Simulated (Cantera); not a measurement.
**Pb + O₂ + H₂ (iron carbonyl, mercury and lead vapours)**

A closed system holds: 1 mol Pb, 1.2 mol O₂, 12 mol H₂, equilibrated at 1250 °C and 1.60 mbar.

Equilibrium computed with Cantera from the NASA thermochemical tables; the gas is ideal and each condensed phase is pure. Candidate condensed phases: H₂O, Pb, PbO, PbO₂, Pb₃O₄; 12 gas species. Kinetics and transport are ignored.

The x(H₂) is 0.738 and the x(H₂O) is 0.185. The x(Pb) is 0.0769 and the x(H) comes out as 0.000496. The x(PbO) is 8.54e-6. The x(OH) comes out as 3.83e-6, the gas amount is 13.00 mol and the log10 activity of Pb(l) (absent) is -2.40.
